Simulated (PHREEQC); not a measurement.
PHREEQC input (ion-association model, wateq4f.dat):

```
SOLUTION_MASTER_SPECIES
  An  An-  0  An  62.0  # stands for a non-complexing anion
SOLUTION_SPECIES
  An- = An-
    -log_k 0
    -gamma 3.0 0
PHASES
  Fix_H+
    H+ = H+
    -log_k 0
SOLUTION 1
  temp 25
  units mmol/kgw
  pH 7 charge
  Na 300
  An 300
END
SELECTED_OUTPUT 1
  -reset false
  -pH true
  -pe true
  -ionic_strength true
  -water true
  -totals Na
  -molalities Hfo_wOH Hfo_wOH2+ Hfo_wO- Hfo_sOH Hfo_sOH2+ Hfo_sO-
USER_PUNCH 1
  -headings sigma psi
  10 PUNCH EDL("sigma", "Hfo"), EDL("psi", "Hfo")
PRINT
  -reset false
USE solution 1
SURFACE 1
  Hfo_wOH 6.06742e-05 600 0.027
  Hfo_sOH 1.51685e-06
EQUILIBRIUM_PHASES 1
  Fix_H+ -3 HAn 10
    -force_equality true
  O2(g) -0.68 10
END
# ... the last block is repeated for the other 16 points of pH, with NaOH or the acid as the point needs
```

Selected output (columns that matter, 17 of 17 rows; pH added in front):

```
pH	mu	Na	m_Hfo_wOH	m_Hfo_wOH2+	m_Hfo_wO-	m_Hfo_sOH	m_Hfo_sOH2+	m_Hfo_sO-	sigma	psi
3	0.30131	0.3	4.0971e-07	6.0264e-05	6.3811e-11	1.0243e-08	1.5066e-06	1.5953e-12	0.36793	0.12555
3.38	0.30056	0.3	9.5879e-07	5.9715e-05	3.5267e-10	2.397e-08	1.4929e-06	8.8166e-12	0.36458	0.12515
3.75	0.30026	0.3	2.122e-06	5.855e-05	1.7618e-09	5.305e-08	1.4638e-06	4.4045e-11	0.35746	0.12418
4.12	0.30013	0.3	4.4173e-06	5.6249e-05	7.947e-09	1.1043e-07	1.4062e-06	1.9868e-10	0.34337	0.12216
4.5	0.30007	0.3	8.472e-06	5.2171e-05	3.1517e-08	2.118e-07	1.3043e-06	7.8793e-10	0.31833	0.11835
4.88	0.30004	0.3	1.4255e-05	4.6318e-05	1.0051e-07	3.5638e-07	1.158e-06	2.5127e-09	0.28217	0.11229
5.25	0.30003	0.3	2.0855e-05	3.9568e-05	2.5181e-07	5.2137e-07	9.8919e-07	6.2952e-09	0.24003	0.10423
5.62	0.30002	0.3	2.7463e-05	3.2682e-05	5.2867e-07	6.8657e-07	8.1706e-07	1.3217e-08	0.19631	0.09432
6	0.30001	0.3	3.3493e-05	2.6201e-05	9.8082e-07	8.3732e-07	6.5501e-07	2.4521e-08	0.15397	0.08262
6.38	0.30001	0.3	3.835e-05	2.0696e-05	1.628e-06	9.5875e-07	5.174e-07	4.0699e-08	0.11642	0.069679
6.75	0.30001	0.3	4.186e-05	1.6361e-05	2.4535e-06	1.0465e-06	4.0902e-07	6.1337e-08	0.08491	0.056079
7.12	0.30001	0.3	4.4257e-05	1.2953e-05	3.464e-06	1.1064e-06	3.2383e-07	8.66e-08	0.057935	0.041622
7.5	0.3	0.3	4.575e-05	1.0243e-05	4.6811e-06	1.1437e-06	2.5608e-07	1.1703e-07	0.033958	0.026026
7.88	0.3	0.3	4.6462e-05	8.1255e-06	6.0863e-06	1.1616e-06	2.0314e-07	1.5216e-07	0.01245	0.0098939
8.25	0.3	0.3	4.6534e-05	6.4515e-06	7.689e-06	1.1633e-06	1.6129e-07	1.9223e-07	-0.0075555	-0.0060277
8.62	0.30001	0.30001	4.6006e-05	5.0314e-06	9.6369e-06	1.1501e-06	1.2578e-07	2.4092e-07	-0.028118	-0.021821
9	0.30002	0.30002	4.4736e-05	3.767e-06	1.2171e-05	1.1184e-06	9.4174e-08	3.0427e-07	-0.051309	-0.037584
```

The oxide is taken as insoluble; below pH 4 it would dissolve.
